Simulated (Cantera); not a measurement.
An isothermal, constant-pressure homogeneous reactor starts with 24.4 % CH4, 75.6 % H2O, at 1473 K and 1.80 bar.

Cantera simulation using GRI-Mech 3.0 (53 species, 325 reactions); the numbers are that mechanism's predictions, not measurements.

One state of this run: x CH4 = 0.0855; x H2O = 0.631; x HO2 = <1e-12; x C2H = 1.40e-9; x H = 3.99e-6; x CH3 = 3.23e-5; x H2 = 0.212. x: mole fraction; the columns are a selection and need not sum to one.

Q: Which value of t (s) does it belong to?
A. 90.0
B. 0.0103
C. 0.963
D. 19.8

A: C, 0.963
